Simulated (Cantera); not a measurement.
A freely propagating, adiabatic, planar premixed flame of H₂ : O₂ : N₂ = 1 : 0.333 : 1.25 (molar parts), unburnt at 425 K and 7500 Torr; mixture-averaged transport, grid criteria slope 0.08 and curve 0.16, no radiation.

Computed with Cantera and the H2/O2 subset of GRI-Mech 3.0, which has no nitrogen chemistry. The hydrogen kinetics of GRI-Mech 3.0 are dated; newer H2 mechanisms differ, most at raised pressure. Burning velocities carry a grid error of a few per cent, more on coarse grids.

Question: How do the results move with these cheaper or finer settings: unity-Lewis-number transport; multicomponent transport; multicomponent+Soret transport; grid criteria slope 0.5, curve 1; grid criteria slope 0.25, curve 0.5; grid criteria slope 0.03, curve 0.06?

Answer: 
```tsv
setting	laminar burning velocity	thermal thickness	peak x(OH)	peak x(H₂O₂)	grid points
as above	456 cm/s	0.0211 mm	0.00764	0.000167	115
unity-Lewis-number transport	305 cm/s	0.0221 mm	0.00753	8.76e-5	113
multicomponent transport	449 cm/s	0.0210 mm	0.00757	0.000167	115
multicomponent+Soret transport	423 cm/s	0.0205 mm	0.00775	0.000181	117
grid criteria slope 0.5, curve 1	512 cm/s	0.0280 mm	0.00801	0.000150	43
grid criteria slope 0.25, curve 0.5	464 cm/s	0.0229 mm	0.00796	0.000163	54
grid criteria slope 0.03, curve 0.06	451 cm/s	0.0205 mm	0.00732	0.000168	252
```
The base run took about 1.5 core-seconds (a rough figure).
Unity Lewis numbers drop preferential diffusion, which matters most where H2 and H carry the flame; Soret adds thermal diffusion.
